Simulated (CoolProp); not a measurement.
Model: reference Helmholtz-energy equation of state, Wu 2011, in CoolProp.

Problem. For dimethyl ether, give the phase and the density (kg/m³), cp (kJ/(kg K)), speed of sound (m/s), Joule-Thomson coefficient (K/MPa) at 236.6 K and 86.3 bar; 508.3 K and 86.3 bar.

Solution. 
- 236.6 K and 86.3 bar: liquid; density 759, cp 2.18, speed of sound 1260, Joule-Thomson coefficient -0.366
- 508.3 K and 86.3 bar: supercritical; density 127, cp 2.66, speed of sound 262, Joule-Thomson coefficient 4.68
